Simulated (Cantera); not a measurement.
Reactions in the system N-O-V

Standard-state values (1 bar) from the NASA 1993 polynomials, evaluated with Cantera. Values are per mole of reaction as written; species without (g) are pure solids or liquids, kept so even where they would boil at 1 bar.

N₂O(g) + V₂O₅ → 2 VO₂(g) + 2 NO(g)

| T (K) | ΔH° (kJ) | ΔS° (J/K) | ΔG° (kJ) | log10 K |
|---|---|---|---|---|
| 1875 | 1030.4 | 436.7 | 211.7 | -5.90 |
| 2025 | 1020.9 | 431.8 | 146.5 | -3.78 |
| 2175 | 1011.4 | 427.3 | 82.1 | -1.97 |
| 2325 | 1001.9 | 423.0 | 18.3 | -0.41 |
| 2475 | 992.5 | 419.1 | -44.8 | 0.95 |
| 2625 | 983.0 | 415.4 | -107.4 | 2.14 |
| 2775 | 973.5 | 411.9 | -169.4 | 3.19 |
